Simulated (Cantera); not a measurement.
A perfectly stirred reactor is fed with 16.7 % H2, 83.3 % O2, at 10.00 Torr; it is held at 1200 K, and followed from long to short residence time.

Cantera simulation using the H2/O2 subset of GRI-Mech 3.0, which has no nitrogen chemistry; the numbers are that mechanism's predictions, not measurements. Radical loss at walls, strong at low pressure, is not modelled. The temperature is held fixed by assumption; the heat of reaction is taken as removed at once.

x: mole fraction; the columns are a selection and need not sum to one.

| τ (s) | x H2 | x O2 | x H2O2 | x H | x O | x H2O | x HO2 |
|---|---|---|---|---|---|---|---|
| 16 | 9.50e-5 | 0.817 | 1.15e-7 | 3.16e-5 | 0.000489 | 0.181 | 1.38e-6 |
| 7.3 | 0.000158 | 0.817 | 1.47e-7 | 6.95e-5 | 0.000825 | 0.181 | 1.99e-6 |
| 3.3 | 0.000264 | 0.816 | 1.83e-7 | 0.000154 | 0.00140 | 0.181 | 2.78e-6 |
| 1.5 | 0.000436 | 0.815 | 2.22e-7 | 0.000336 | 0.00235 | 0.180 | 3.72e-6 |
| 0.68 | 0.000717 | 0.813 | 2.61e-7 | 0.000734 | 0.00394 | 0.179 | 4.76e-6 |
| 0.31 | … | 0.810 | … | … | … | 0.177 | … |
| 0.14 | 0.00189 | 0.806 | 3.27e-7 | 0.00336 | 0.0107 | 0.174 | 6.82e-6 |
| 0.064 | 0.00299 | 0.798 | 3.44e-7 | 0.00684 | 0.0170 | 0.170 | 7.61e-6 |
| 0.029 | 0.00463 | 0.787 | 3.46e-7 | 0.0132 | 0.0259 | 0.163 | 8.11e-6 |
| 0.013 | … | 0.774 | 3.38e-7 | … | … | 0.152 | 8.25e-6 |
| 0.0060 | 0.0102 | 0.761 | 3.33e-7 | 0.0343 | 0.0460 | 0.140 | 8.12e-6 |

Task: Some entries are withheld; supply them.

Result: 
- 0.31, x H2: 0.00117
- 0.31, x H2O2: 2.98e-7
- 0.31, x H: 0.00158
- 0.31, x O: 0.00652
- 0.31, x HO2: 5.82e-6
- 0.013, x H2: 0.00699
- 0.013, x H: 0.0231
- 0.013, x O: 0.0368
